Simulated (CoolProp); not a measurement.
A simple Rankine cycle with isohexane: condensing at 325.15 K, boiler at 2.44 MPa, turbine inlet 522.8 K, turbine efficiency 0.85, pump efficiency 0.6, no recuperator. Each further row changes one setting.

The numbers come from the reference Helmholtz-energy equation of state, Lemmon 2006 in CoolProp. It is a short technical equation, of lower accuracy than the large ones.

```csv
case,thermal efficiency (%),net work (kJ/kg),heat in (kJ/kg),turbine exit temperature (K),volume ratio over the turbine
as stated,16.4,117,713,452.5,37.9
turbine inlet 542.8 K,16.1,125,774,474.6,35.9
condensing temperature 317.15 K,17.3,127,732,448.1,49.7
boiler pressure 1.71 MPa,15.1,111,735,464.1,23.9
turbine efficiency 0.75,14.4,102,713,458.6,38.5
```
